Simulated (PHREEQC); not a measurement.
Consider water at 25 °C with 0.0026 mol/kgw HF, 0.00018 mol/kgw (NH4)2SiF6, 0.00018 mol/kgw HBF4 and 0.021 mol/kgw H2SO4. Closed to the air; pH follows from the charge balance.

All values are PHREEQC results (ion-association model, phreeqc.dat), not measurements.

Each row changes one thing in this solution. Precipitation was switched off in this run.

| case | pH | ionic strength (mol/kgw) | HF (mol/kgw) | H3BO3 (mol/kgw) | F- (mol/kgw) | H4SiO4 (mol/kgw) | SI of Quartz (SiO2) |
|---|---|---|---|---|---|---|---|
| as made | 1.59 | 0.0384 | 0.00358 | 0.000133 | 0.000114 | 9.33e-5 | -0.05 |
| HF from 0.0026 to 0.00286 mol/kgw | 1.59 | 0.0384 | 0.00374 | 0.000128 | 0.000119 | 8.16e-5 | -0.10 |
| HBF4 from 0.00018 to 0.00027 mol/kgw | 1.59 | 0.0385 | 0.00374 | 0.000191 | 0.000119 | 8.16e-5 | -0.10 |
| H2SO4 from 0.021 to 0.042 mol/kgw | 1.34 | 0.0674 | 0.00381 | 0.000142 | 7.13e-5 | 0.000119 | +0.06 |
| H2SO4 left out | 2.93 | 0.00174 | 0.00198 | 0.000107 | 0.00118 | 2.22e-5 | -0.67 |
| temperature from 25 to 20 °C | 1.59 | 0.0394 | 0.00339 | 0.000128 | 0.000116 | 6.52e-5 | -0.13 |
| 0.00054 mol/kgw Na2CO3 added | 1.61 | 0.0387 | 0.00357 | 0.000133 | 0.000117 | 9.16e-5 | -0.05 |
| 0.0048 mol/kgw KCl added | 1.59 | 0.0433 | 0.00358 | 0.000133 | 0.000115 | 9.22e-5 | -0.05 |

Some of these states are supersaturated (in Quartz (slow to form), for instance). SiF6-2 is the database's only silicon fluoride. Real BF4- forms and hydrolyses slowly; the run takes it at equilibrium.
